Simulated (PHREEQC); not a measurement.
Dissolve 1.6 mol/kgw HCl, 0.53 mol/kgw MnCl2 and 2.2e-05 mol/kgw H4SiO4 at 25 °C. Closed to the air; pH follows from the charge balance.

All values are PHREEQC results (Pitzer model, pitzer.dat), not measurements.

Each row changes one thing in this solution. This is a speciation only: nothing precipitates in the calculation.

```json
[
 {"case": "as made", "pH": "-0.52", "ionic strength (mol/kgw)": "3.19"},
 {"case": "diluted 5-fold with water", "pH": "0.56", "ionic strength (mol/kgw)": "0.638"},
 {"case": "H4SiO4 from 2.2e-05 to 4.4e-06 mol/kgw", "pH": "-0.52", "ionic strength (mol/kgw)": "3.19"},
 {"case": "H4SiO4 left out", "pH": "-0.52", "ionic strength (mol/kgw)": "3.19"},
 {"case": "1.4 mol/kgw H2SO4 added", "pH": "-1.24", "ionic strength (mol/kgw)": "4.95"}
]
```

Species that the database lacks are ignored. In brines, pH and single-ion activities rest on the MacInnes convention.
